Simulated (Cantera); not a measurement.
## Equilibrium for silicon oxide and oxynitride deposition: HMDSO + NO + H2

A closed system holds: 1 mol HMDSO, 0.11 mol NO, 0.82 mol H2, held at 0.160 bar.

Equilibrium computed with Cantera from the NASA thermochemical tables; the gas is ideal and each condensed phase is pure. Candidate condensed phases: C, C6H6, C7H8, C8H18, H2O, Si, SiC, SiO2, Si2N2O, Si3N4; 151 gas species. The feed counts by its element totals alone. Mutual solubility and eutectic melting of coexisting phases are not modelled. The tables hold silica as quartz up to 1696 K and as liquid above; real silica turns to tridymite and cristobalite and melts near 1996 K. Gases not in the tables: Si2H6 and higher silanes. Kinetics and transport are ignored.

At 775 K the condensed part is C(graphite) + SiC(s) + SiO2(α-quartz) + Si2N2O(s). From 875 K to 1475 K the condensed part is C(graphite) + SiC(s) + SiO2(β-quartz) + Si2N2O(s). From 1575 K to 2075 K the condensed part is C(graphite) + SiC(s).

```tsv
T (K)	x H2	x CH4	x CO	x H	x N2	x HCN	n C(graphite)	n SiC(s)	n SiO2(α-quartz)	n Si2N2O(s)	n SiO2(β-quartz)
775	0.794	0.206	1.82e-11	2.21e-12	<1e-12	<1e-12	2.96	1.36	0.527	0.0550	0
875	0.938	0.0615	4.15e-9	1.21e-10	<1e-12	<1e-12	4.07	1.36	0	0.0550	0.527
975	0.981	0.0193	3.05e-7	2.83e-9	6.96e-11	2.84e-11	4.45	1.36	0	0.0550	0.527
1075	0.993	0.00711	9.98e-6	3.66e-8	5.36e-9	1.16e-9	4.57	1.36	0	0.0550	0.527
1175	0.997	0.00304	0.000179	3.06e-7	1.95e-7	2.48e-8	4.61	1.36	0	0.0550	0.527
1275	0.996	0.00147	0.00202	1.84e-6	3.99e-6	3.25e-7	4.59	1.37	0	0.0550	0.518
1375	0.983	0.000770	0.0159	8.49e-6	5.23e-5	2.89e-6	4.39	1.44	0	0.0545	0.448
1475	0.905	0.000381	0.0939	3.08e-5	0.000479	1.84e-5	3.10	1.88	0	0.0497	0.0198
1575	0.894	0.000232	0.101	9.82e-5	0.00495	0.000116	2.89	2.00	0	0	0
1675	0.893	0.000154	0.101	0.000274	0.00490	0.000211	2.89	2.00	0	0	0
1775	0.893	0.000107	0.101	0.000684	0.00482	0.000356	2.89	1.99	0	0	0
1875	0.892	7.71e-5	0.100	0.00155	0.00471	0.000565	2.89	1.99	0	0	0
1975	0.890	5.75e-5	0.100	0.00323	0.00455	0.000849	2.89	1.99	0	0	0
2075	0.886	4.40e-5	0.0996	0.00627	0.00434	0.00122	2.88	1.99	0	0	0
```
x: gas mole fraction; n: condensed amount in mol.
